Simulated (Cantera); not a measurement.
An adiabatic, constant-pressure homogeneous reactor starts with H₂ : O₂ : N₂ = 1 : 1.47 : 5.53 (molar parts), equivalence ratio 0.34, at 1425 K and 1.00 bar. Integrator tolerance rtol = 1e-08.

Computed with Cantera and GRI-Mech 3.0 (53 species, 325 reactions).

```
quantity                                                              before                                      after
---------------------------------  -----------------------------------------  -----------------------------------------
time of steepest temperature rise                                    20.1 µs                                    22.9 µs
temperature at 5.00 s                                                 2243 K                                     2284 K
equilibrium temperature                                               2243 K                                     2284 K
x(H₂) at 5.00 s                    0.000554 (gas-phase equilibrium 0.000554)  0.000928 (gas-phase equilibrium 0.000928)
x(O₂) at 5.00 s                          0.122 (gas-phase equilibrium 0.122)      0.0776 (gas-phase equilibrium 0.0776)
x(HO₂) at 5.00 s                     5.15e-6 (gas-phase equilibrium 5.15e-6)    4.28e-6 (gas-phase equilibrium 4.28e-6)
x(H) at 5.00 s                     0.000169 (gas-phase equilibrium 0.000169)  0.000274 (gas-phase equilibrium 0.000274)
x(NO) at 5.00 s                        0.0102 (gas-phase equilibrium 0.0102)    0.00915 (gas-phase equilibrium 0.00915)
```

Problem. Which change was made?
A) O2 1.47 to 1.1 parts
B) pressure from 1.00 bar to 2.40 bar
C) initial temperature 1425 to 1525 K
D) constant volume in place of constant pressure

Solution. A, O2 1.47 to 1.1 parts
